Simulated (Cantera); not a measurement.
A Cantera script and what it prints.

```python
import numpy as np
import cantera as ct

gas_names = """
    B BH BH2 BH3 BN BO BO2 B2 B2O B2O2 B2O3 B3O3H3 H HBO HBO2 HNO HNO2 HNO3 HO2 H2 H2O H2O2 H3B3O6 N NH
    NH2 NH3 NH2OH NO NO2 NO3 N2 N2H2 N2H4 N2O O OH O2 O3
""".split()
cond_names = """
    B(b) B(L) BN(s) B2O3(L) B3O3H3(cr) H2O(s) H2O(L)
""".split()


# ... load() reads the species with a 1 bar reference pressure and builds the phases ...
atoms = {
    'borazine': {'B': 3, 'N': 3, 'H': 6},
    'H2O': {'H': 2, 'O': 1},
}
top_T = {'BN(s)': 3200}  # K; cautious upper limits of use, not melting points


# ... equilibrate(T, P, feed) seeds the gas with the atoms and calls Mixture.equilibrate('TP', solver="vcs", rtol=1e-11, max_steps=5000) ...
results = []
feed = {'borazine': 1, 'H2O': 10}  # mol
T = 2173.15  # K
for P in [10, 28, 77, 220, 600, 1700, 4600, 13000, 36000, 100000]:
    mix = equilibrate(T, P, feed)
    results.append((T, P, feed, dict(zip(mix.species_names, mix.species_moles))))
    x = sorted(zip(gas.X, gas.species_names), reverse=True)
    print(f"T = {T:g} K  P = {P:g} Pa  gas = {mix.phase_moles(0):.4g} mol")
    print("   x: " + "  ".join(f"{s} {v:.3e}" for v, s in x if v > 0.001))
    print("   condensed (mol): " + ("  ".join(f"{mix.phase(i).name} {mix.phase_moles(i):.4g}"
          for i in range(1, mix.n_phases) if mix.phase_moles(i) > 1e-12) or "none"))
```

Result:

```
T = 2173.15 K  P = 10 Pa  gas = 19.41 mol
   x: H2 2.881e-01  H 2.592e-01  H2O 1.876e-01  HBO2 1.047e-01  N2 7.703e-02  OH 2.261e-02  BO 1.736e-02  BO2 1.520e-02  O 1.427e-02  B2O3 7.859e-03  O2 3.930e-03  HBO 1.552e-03
   condensed (mol): none
T = 2173.15 K  P = 28 Pa  gas = 17.96 mol
   x: H2 3.454e-01  H2O 2.227e-01  H 1.696e-01  HBO2 1.249e-01  N2 8.334e-02  OH 1.464e-02  BO 1.142e-02  BO2 9.894e-03  B2O3 9.425e-03  O 5.042e-03  HBO 1.871e-03  O2 1.375e-03
   condensed (mol): none
T = 2173.15 K  P = 77 Pa  gas = 17.16 mol
   x: H2 3.874e-01  H2O 2.413e-01  HBO2 1.378e-01  H 1.083e-01  N2 8.730e-02  B2O3 1.058e-02  OH 9.037e-03  BO 7.423e-03  BO2 6.214e-03  HBO 2.136e-03  O 1.772e-03
   condensed (mol): none
T = 2173.15 K  P = 220 Pa  gas = 16.68 mol
   x: H2 4.172e-01  H2O 2.518e-01  HBO2 1.462e-01  N2 8.986e-02  H 6.651e-02  B2O3 1.142e-02  OH 5.376e-03  BO 4.633e-03  BO2 3.759e-03  HBO 2.339e-03
   condensed (mol): none
T = 2173.15 K  P = 600 Pa  gas = 16.41 mol
   x: H2 4.356e-01  H2O 2.574e-01  HBO2 1.512e-01  N2 9.136e-02  H 4.115e-02  B2O3 1.194e-02  OH 3.257e-03  BO 2.900e-03  HBO 2.470e-03  BO2 2.303e-03
   condensed (mol): none
T = 2173.15 K  P = 1700 Pa  gas = 16.24 mol
   x: H2 4.476e-01  H2O 2.608e-01  HBO2 1.543e-01  N2 9.232e-02  H 2.478e-02  B2O3 1.229e-02  HBO 2.558e-03  OH 1.934e-03  BO 1.760e-03  BO2 1.378e-03
   condensed (mol): none
T = 2173.15 K  P = 4600 Pa  gas = 16.15 mol
   x: H2 4.547e-01  H2O 2.627e-01  HBO2 1.562e-01  N2 9.288e-02  H 1.519e-02  B2O3 1.249e-02  HBO 2.611e-03  OH 1.175e-03  BO 1.083e-03
   condensed (mol): none
T = 2173.15 K  P = 13000 Pa  gas = 16.09 mol
   x: H2 4.593e-01  H2O 2.639e-01  HBO2 1.574e-01  N2 9.323e-02  B2O3 1.262e-02  H 9.078e-03  HBO 2.645e-03
   condensed (mol): none
T = 2173.15 K  P = 36000 Pa  gas = 16.05 mol
   x: H2 4.619e-01  H2O 2.646e-01  HBO2 1.581e-01  N2 9.344e-02  B2O3 1.270e-02  H 5.471e-03  HBO 2.665e-03
   condensed (mol): none
T = 2173.15 K  P = 100000 Pa  gas = 16.03 mol
   x: H2 4.636e-01  H2O 2.650e-01  HBO2 1.585e-01  N2 9.356e-02  B2O3 1.275e-02  H 3.288e-03  HBO 2.677e-03
   condensed (mol): none
```

Cantera equilibrium calculation (NASA polynomials, part measured and part estimated; ideal gas, pure solids and liquids). The feed counts by its element totals alone.
